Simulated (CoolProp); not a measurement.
Vapour-liquid equilibrium of R141b (1) + n-pentane (2) at 4.83 bar; x and y are mole fractions of (1).

Model: multi-fluid Helmholtz-energy mixture model, Lemmon 2006 and Thol 2019; pair parameters Bell 2016, in CoolProp.

```csv
x,bubble temperature (°C),y at the bubble point,dew temperature at overall composition x (°C),liquid density (mol/L)
0.05,?,?,?,7.682
0.15,87.9,0.196,88.6,7.844
0.25,?,0.301,87.2,8.008
0.35,85.6,?,86.0,8.178
0.45,84.9,0.482,85.1,8.355
0.55,84.5,0.567,84.6,8.539
0.65,84.4,0.653,84.4,8.731
0.75,84.4,0.743,84.4,?
0.85,84.7,0.839,84.7,?
0.95,85.2,?,85.2,9.355
```

Problem. Complete the blanks.

Solution. 
- 0.05, bubble temperature (°C): 89.9
- 0.05, y at the bubble point: 0.073
- 0.05, dew temperature at overall composition x (°C): 90.2
- 0.25, bubble temperature (°C): 86.6
- 0.35, y at the bubble point: 0.394
- 0.75, liquid density (mol/L): 8.931
- 0.85, liquid density (mol/L): 9.139
- 0.95, y at the bubble point: 0.944

y crosses x between x = 0.65 and 0.75: the model has an azeotrope there.

Pair parameters are fitted to limited data, so mixtures are less certain than the pure fluids.
